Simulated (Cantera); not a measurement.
A Cantera script and what it prints.

```python
import numpy as np
import cantera as ct

gas_names = """
    CL CL2 H HCL H2 N NH NH2 NH3 N2 N2H2 N2H4 Si SiCL SiCL2 SiCL3 SiCL4 SiH SiHCL3 SiH2 SiH2CL2 SiH3
    SiH3CL SiH4 SiN Si2 Si2N Si3
""".split()
cond_names = """
    NH4CL(a) NH4CL(b) Si(cr) Si(L) Si3N4(a)
""".split()


# ... load() reads the species with a 1 bar reference pressure and builds the phases ...
atoms = {
    'SiH2Cl2': {'Si': 1, 'H': 2, 'CL': 2},
    'N2': {'N': 2},
}
top_T = {'Si3N4(a)': 2400}  # K; cautious upper limits of use, not melting points


# ... equilibrate(T, P, feed) seeds the gas with the atoms and calls Mixture.equilibrate('TP', solver="vcs", rtol=1e-11, max_steps=5000) ...
results = []
T = 1948  # K
P = 133.322  # Pa
for m in [0.49, 1.5, 2.6, 3.6, 4.6, 5.7, 6.7, 7.7, 8.7, 9.8, 11]:
    feed = {'SiH2Cl2': 1, 'N2': m}  # mol
    mix = equilibrate(T, P, feed)
    results.append((T, P, feed, dict(zip(mix.species_names, mix.species_moles))))

top = {s: max(r[3][s] / sum(r[3][g] for g in gas_names) for r in results) for s in gas_names}
cols = sorted((s for s in top if top[s] > 0.001), key=lambda s: -top[s])[:9]
seen = [c for c in cond_names if any(r[3].get(c, 0) > 1e-12 for r in results)]
print("log10 of partial pressures in bar; condensed amounts in mol")
print(f"{'n(N2)':>10s}" + "".join(f"{s[:9]:>10s}" for s in cols + seen))
for T, P, feed, n in results:
    ng = sum(n[g] for g in gas_names)
    print(f"{feed['N2']:10.4g}" + "".join(f"{np.log10(max(n[s] / ng * P / 1e5, 1e-99)):10.3f}" for s in cols)
          + "".join(f"{n.get(c, 0):10.4g}" for c in seen))
```

Result:

```
log10 of partial pressures in bar; condensed amounts in mol
     n(N2)        N2        H2     SiCL2       HCL        Si         H      SiCL        CL     Si(L)
      0.49    -3.596    -3.414    -3.415    -3.618    -4.634    -4.654    -4.960    -4.983    0.1862
       1.5    -3.257    -3.563    -3.564    -3.766    -4.634    -4.728    -5.034    -5.057    0.1656
       2.6    -3.136    -3.682    -3.683    -3.886    -4.634    -4.788    -5.094    -5.117    0.1435
       3.6    -3.080    -3.768    -3.769    -3.972    -4.634    -4.831    -5.137    -5.160    0.1235
       4.6    -3.044    -3.841    -3.841    -4.044    -4.634    -4.867    -5.173    -5.196    0.1037
       5.7    -3.018    -3.909    -3.909    -4.112    -4.634    -4.901    -5.207    -5.229     0.082
       6.7    -3.000    -3.962    -3.962    -4.166    -4.634    -4.928    -5.234    -5.256   0.06233
       7.7    -2.987    -4.011    -4.010    -4.214    -4.634    -4.952    -5.257    -5.280   0.04271
       8.7    -2.976    -4.054    -4.054    -4.257    -4.634    -4.974    -5.279    -5.302   0.02312
       9.8    -2.967    -4.097    -4.097    -4.300    -4.634    -4.996    -5.301    -5.324  0.001625
        11    -2.958    -4.143    -4.142    -4.333    -4.660    -5.018    -5.336    -5.333         0
```

Equilibrium computed with Cantera from the NASA thermochemical tables; the gas is ideal and each condensed phase is pure. The tables' values for SiCl, SiCl3, SiN are old estimates; treat these amounts as uncertain. Gases not in the tables: Si2H6 and higher silanes.
